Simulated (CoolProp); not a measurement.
Carbonyl sulfide along the isobar 6.58 MPa: fugacity coefficient from the reference equation and from simpler models built on Tc = 105.6 °C, pc = 6.369 MPa, ω = 0.098; each cubic takes its own stable root.

Values from CoolProp's reference Helmholtz-energy equation of state, Lemmon 2006. It is a short technical equation, of lower accuracy than the large ones.

| T (°C) | phase | reference | Redlich-Kwong | Soave-Redlich-Kwong | Peng-Robinson |
|---|---|---|---|---|---|
| -59.45 | liquid | 0.01154 | 0.01202 | 0.01152 | 0.01168 |
| -39.95 | liquid | 0.02761 | 0.02992 | 0.02772 | 0.02762 |
| -20.45 | liquid | 0.05624 | 0.06198 | 0.05684 | 0.05591 |
| -0.95 | liquid | 0.1012 | 0.1117 | 0.1028 | 0.1003 |
| 18.55 | liquid | 0.1650 | 0.1808 | 0.1684 | 0.1633 |
| 38.05 | liquid | 0.2484 | 0.2685 | 0.2540 | 0.2455 |
| 57.65 | liquid | 0.3507 | 0.3724 | 0.3586 | 0.3459 |
| 77.15 | liquid | 0.4672 | 0.4861 | 0.4761 | 0.4590 |
| 96.65 | liquid | 0.5913 | 0.6013 | 0.5980 | 0.5767 |
| 116.15 | supercritical | 0.6875 | 0.6866 | 0.6885 | 0.6646 |
| 135.65 | supercritical | 0.7365 | 0.7326 | 0.7371 | 0.7126 |
| 155.15 | supercritical | 0.7743 | 0.7687 | 0.7753 | 0.7507 |
| 174.65 | supercritical | 0.8051 | 0.7984 | 0.8069 | 0.7824 |
| 194.15 | supercritical | 0.8307 | 0.8234 | 0.8335 | 0.8093 |
| 213.65 | supercritical | 0.8524 | 0.8446 | 0.8561 | 0.8324 |
| 233.15 | supercritical | 0.8709 | 0.8628 | 0.8755 | 0.8523 |
